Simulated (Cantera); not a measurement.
Source: NASA polynomial tables (part measured, part estimated), evaluated in Cantera. Values are per mole of reaction as written; species without (g) are pure solids or liquids, kept so even where they would boil at 1 bar. TaC: taken at fixed stoichiometry.

TaC + 3 H(g) = Ta + CH₃(g)

```csv
T (K),ΔH° (kJ),ΔS° (J/K),ΔG° (kJ),log10 K
300,-363.1,-151.3,-317.7,55.31
400,…,…,…,…
600,-373.7,-176.0,-268.1,23.34
800,…,…,…,…
1000,…,…,…,…
1200,-390.8,-196.2,-155.4,6.77
```

Task: Complete the blanks.

Result: 
- 400, ΔH° (kJ): -366.7
- 400, ΔS° (J/K): -161.6
- 400, ΔG° (kJ): -302.0
- 400, log10 K: 39.44
- 800, ΔH° (kJ): -380.2
- 800, ΔS° (J/K): -185.3
- 800, ΔG° (kJ): -232.0
- 800, log10 K: 15.14
- 1000, ΔH° (kJ): -385.8
- 1000, ΔS° (J/K): -191.6
- 1000, ΔG° (kJ): -194.2
- 1000, log10 K: 10.15
